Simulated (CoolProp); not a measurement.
Methanol along the isotherm 244.55 °C: Z from the reference equation and from simpler models built on Tc = 240.2 °C, pc = 8.216 MPa, ω = 0.565; each cubic takes its own stable root.

Values from CoolProp's reference Helmholtz-energy equation of state, de Reuck 1993.

| p (MPa) | phase | reference | van der Waals | Redlich-Kwong | Peng-Robinson |
|---|---|---|---|---|---|
| 2.05 | gas | 0.9149 | 0.9225 | 0.9122 | 0.9038 |
| 4.11 | gas | 0.8053 | 0.8309 | 0.8107 | 0.7951 |
| 6.16 | gas | 0.6670 | … | 0.6850 | 0.6648 |
| 8.22 | supercritical | 0.4384 | 0.4987 | 0.4721 | 0.4634 |
| 10.3 | supercritical | 0.1803 | 0.3193 | 0.2731 | 0.2553 |
| 12.3 | supercritical | 0.1967 | 0.3515 | 0.2944 | 0.2707 |
| 14.4 | supercritical | 0.2185 | 0.3909 | … | 0.2955 |
| 16.4 | supercritical | 0.2405 | 0.4299 | 0.3526 | 0.3210 |
| 18.5 | supercritical | 0.2638 | 0.4711 | … | 0.3485 |
| 20.5 | supercritical | 0.2860 | 0.5103 | 0.4134 | … |

Some entries are withheld; supply them.


- 6.16, van der Waals: 0.7140
- 14.4, Redlich-Kwong: 0.3234
- 18.5, Redlich-Kwong: 0.3837
- 20.5, Peng-Robinson: 0.3749
